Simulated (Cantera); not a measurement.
An adiabatic, constant-volume homogeneous reactor starts with 3.73 % CH4, 0.205 % CO, 7.58 % O2, 83.3 % N2, 5.23 % CO2, at 1300 K and 2.00 bar.

Computed with Cantera and GRI-Mech 3.0 (53 species, 325 reactions).

x: mole fraction; the columns are a selection and need not sum to one.

```json
[
 {"t (s)": "3.00e-6", "T (K)": "1300", "P (bar)": "2.00", "x CH4": "0.0373", "x CO": "0.00205", "x O2": "0.0758", "x C2H4": "<1e-12", "x CO2": "0.0523", "x H2O2": "7.67e-12"},
 {"t (s)": "7.68e-6", "T (K)": "1300", "P (bar)": "2.00", "x CH4": "0.0373", "x CO": "0.00205", "x O2": "0.0758", "x C2H4": "<1e-12", "x CO2": "0.0523", "x H2O2": "4.75e-11"},
 {"t (s)": "1.97e-5", "T (K)": "1300", "P (bar)": "2.00", "x CH4": "0.0373", "x CO": "0.00205", "x O2": "0.0758", "x C2H4": "<1e-12", "x CO2": "0.0523", "x H2O2": "2.71e-10"},
 {"t (s)": "5.04e-5", "T (K)": "1300", "P (bar)": "2.00", "x CH4": "0.0373", "x CO": "0.00205", "x O2": "0.0758", "x C2H4": "<1e-12", "x CO2": "0.0523", "x H2O2": "(withheld)"},
 {"t (s)": "0.000129", "T (K)": "1300", "P (bar)": "2.00", "x CH4": "0.0373", "x CO": "0.00205", "x O2": "0.0758", "x C2H4": "1.67e-11", "x CO2": "0.0523", "x H2O2": "(withheld)"},
 {"t (s)": "0.000330", "T (K)": "1300", "P (bar)": "2.00", "x CH4": "0.0373", "x CO": "0.00205", "x O2": "0.0758", "x C2H4": "4.73e-10", "x CO2": "0.0523", "x H2O2": "(withheld)"},
 {"t (s)": "0.000845", "T (K)": "1300", "P (bar)": "2.00", "x CH4": "0.0373", "x CO": "0.00205", "x O2": "0.0758", "x C2H4": "1.72e-8", "x CO2": "0.0523", "x H2O2": "(withheld)"},
 {"t (s)": "0.00216", "T (K)": "1300", "P (bar)": "2.00", "x CH4": "0.0373", "x CO": "0.00205", "x O2": "0.0758", "x C2H4": "3.44e-7", "x CO2": "0.0523", "x H2O2": "(withheld)"},
 {"t (s)": "0.00554", "T (K)": "1301", "P (bar)": "2.00", "x CH4": "0.0371", "x CO": "0.00207", "x O2": "0.0757", "x C2H4": "3.01e-6", "x CO2": "0.0523", "x H2O2": "(withheld)"},
 {"t (s)": "0.0142", "T (K)": "1310", "P (bar)": "2.02", "x CH4": "0.0359", "x CO": "0.00235", "x O2": "0.0748", "x C2H4": "5.81e-5", "x CO2": "0.0523", "x H2O2": "(withheld)"},
 {"t (s)": "0.0363", "T (K)": "2235", "P (bar)": "3.45", "x CH4": "<1e-12", "x CO": "0.00621", "x O2": "0.00321", "x C2H4": "<1e-12", "x CO2": "0.0852", "x H2O2": "2.86e-8"},
 {"t (s)": "0.0931", "T (K)": "2232", "P (bar)": "3.44", "x CH4": "<1e-12", "x CO": "0.00633", "x O2": "0.00297", "x C2H4": "<1e-12", "x CO2": "0.0850", "x H2O2": "2.73e-8"},
 {"t (s)": "0.238", "T (K)": "2230", "P (bar)": "3.44", "x CH4": "<1e-12", "x CO": "0.00644", "x O2": "0.00277", "x C2H4": "<1e-12", "x CO2": "0.0849", "x H2O2": "2.62e-8"},
 {"t (s)": "0.610", "T (K)": "2229", "P (bar)": "3.44", "x CH4": "<1e-12", "x CO": "0.00647", "x O2": "0.00274", "x C2H4": "<1e-12", "x CO2": "0.0849", "x H2O2": "2.60e-8"},
 {"t (s)": "1.56", "T (K)": "2229", "P (bar)": "3.44", "x CH4": "<1e-12", "x CO": "0.00647", "x O2": "0.00273", "x C2H4": "<1e-12", "x CO2": "0.0849", "x H2O2": "2.60e-8"},
 {"t (s)": "4.00", "T (K)": "2229", "P (bar)": "3.44", "x CH4": "<1e-12", "x CO": "0.00647", "x O2": "0.00273", "x C2H4": "<1e-12", "x CO2": "0.0849", "x H2O2": "2.60e-8"}
]
```

Fill in the missing entries.


- 5.04e-5, x H2O2: 1.29e-9
- 0.000129, x H2O2: 4.50e-9
- 0.000330, x H2O2: 1.07e-8
- 0.000845, x H2O2: 1.49e-8
- 0.00216, x H2O2: 1.81e-8
- 0.00554, x H2O2: 4.62e-8
- 0.0142, x H2O2: 2.72e-7
